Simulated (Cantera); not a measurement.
A perfectly stirred reactor is fed with H2 : O2 : N2 : H2O = 1 : 0.278 : 1.04 : 0.13 (molar parts), at 1.00 atm; it is adiabatic with a 625 K inlet, and is followed from long to short residence time, starting on the burning branch (τ in s: 0.046, 0.018, 0.0069, 0.0027, 0.001, 0.00041, 0.00016, 6.2e-05, 2.4e-05, 9.3e-06).

Detailed kinetics in Cantera: GRI-Mech 3.0 (53 species, 325 reactions).

x: mole fraction; the columns are a selection and need not sum to one.

```json
[
 {"τ (s)": "0.046", "T (K)": "2250", "x H2": "0.202", "x O2": "4.45e-5", "x H2O": "0.313", "x NO": "4.59e-5", "x H2O2": "___", "x NO2": "3.28e-10", "x N2O": "2.84e-9"},
 {"τ (s)": "0.018", "T (K)": "2232", "x H2": "0.200", "x O2": "8.44e-5", "x H2O": "0.312", "x NO": "3.75e-5", "x H2O2": "___", "x NO2": "2.75e-10", "x N2O": "2.97e-9"},
 {"τ (s)": "0.0069", "T (K)": "2202", "x H2": "0.198", "x O2": "0.000166", "x H2O": "0.310", "x NO": "3.05e-5", "x H2O2": "___", "x NO2": "2.31e-10", "x N2O": "3.25e-9"},
 {"τ (s)": "0.0027", "T (K)": "2154", "x H2": "0.196", "x O2": "0.000329", "x H2O": "0.307", "x NO": "2.53e-5", "x H2O2": "___", "x NO2": "2.02e-10", "x N2O": "3.75e-9"},
 {"τ (s)": "0.0010", "T (K)": "2080", "x H2": "0.191", "x O2": "0.000679", "x H2O": "0.303", "x NO": "2.15e-5", "x H2O2": "___", "x NO2": "1.92e-10", "x N2O": "4.62e-9"},
 {"τ (s)": "0.00041", "T (K)": "1987", "x H2": "0.186", "x O2": "0.00128", "x H2O": "0.298", "x NO": "1.88e-5", "x H2O2": "___", "x NO2": "1.98e-10", "x N2O": "5.72e-9"},
 {"τ (s)": "0.00016", "T (K)": "1861", "x H2": "0.179", "x O2": "0.00246", "x H2O": "0.291", "x NO": "1.53e-5", "x H2O2": "___", "x NO2": "2.07e-10", "x N2O": "7.04e-9"},
 {"τ (s)": "6.2e-5", "T (K)": "1708", "x H2": "0.173", "x O2": "0.00488", "x H2O": "0.281", "x NO": "1.06e-5", "x H2O2": "___", "x NO2": "1.92e-10", "x N2O": "8.29e-9"},
 {"τ (s)": "2.4e-5", "T (K)": "1533", "x H2": "0.177", "x O2": "0.0112", "x H2O": "0.265", "x NO": "5.67e-6", "x H2O2": "___", "x NO2": "1.52e-10", "x N2O": "9.48e-9"},
 {"τ (s)": "9.3e-6", "T (K)": "625", "x H2": "0.408", "x O2": "0.114", "x H2O": "0.0531", "x NO": "<1e-12", "x H2O2": "<1e-12", "x NO2": "<1e-12", "x N2O": "<1e-12"}
]
```

Complete the blanks.


- 0.046, x H2O2: 9.62e-9
- 0.018, x H2O2: 1.72e-8
- 0.0069, x H2O2: 3.20e-8
- 0.0027, x H2O2: 5.81e-8
- 0.0010, x H2O2: 1.09e-7
- 0.00041, x H2O2: 1.98e-7
- 0.00016, x H2O2: 3.91e-7
- 6.2e-5, x H2O2: 7.88e-7
- 2.4e-5, x H2O2: 1.41e-6
